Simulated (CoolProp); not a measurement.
A single-stage vapour-compression cycle with chloromethane (R40): evaporating at 304.15 K (dew point), condensing at 349.15 K (bubble point), superheat 10 K, subcooling 5 K, compressor efficiency 0.6, no pressure losses. Each further row changes one setting.

Computed with CoolProp (reference Helmholtz-energy equation of state, Thol 2014).

| case | cooling COP | pressure ratio | discharge temperature (K) | refrigerating effect (kJ/kg) | volumetric capacity (kJ/m³) |
|---|---|---|---|---|---|
| as stated | 3.38 | 2.96 | 422.2 | 308 | 4570 |
| evaporating temperature 309.15 K | … | 2.58 | 413.5 | … | … |
| condensing temperature 344.15 K | … | … | 411.2 | 317 | 4700 |
| subcooling 10 K | 3.47 | 2.96 | 422.2 | 317 | 4700 |
| superheat 20 K | 3.34 | 2.96 | … | 319 | … |
| compressor efficiency 0.5 | 2.81 | 2.96 | 438.1 | 308 | 4570 |

Task: What belongs in the gaps?

Result: 
- evaporating temperature 309.15 K, cooling COP: 3.92
- evaporating temperature 309.15 K, refrigerating effect (kJ/kg): 311
- evaporating temperature 309.15 K, volumetric capacity (kJ/m³): 5250
- condensing temperature 344.15 K, cooling COP: 3.88
- condensing temperature 344.15 K, pressure ratio: 2.66
- superheat 20 K, discharge temperature (K): 434.9
- superheat 20 K, volumetric capacity (kJ/m³): 4510
